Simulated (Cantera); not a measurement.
Source: NASA polynomial tables (part measured, part estimated), evaluated in Cantera. Values are per mole of reaction as written; species without (g) are pure solids or liquids, kept so even where they would boil at 1 bar.

Between 625 and 1025 K, where is each reaction favourable under standard conditions?
- Na₂S + H₂(g) ⇌ 2 Na + H₂S(g)


- Na₂S + H₂(g) ⇌ 2 Na + H₂S(g): ΔG° is 293 kJ at 625 K and 262 kJ at 1025 K; it stays positive (K < 1). ΔH° is 338 kJ and ΔS° 73 J/K at 1025 K.
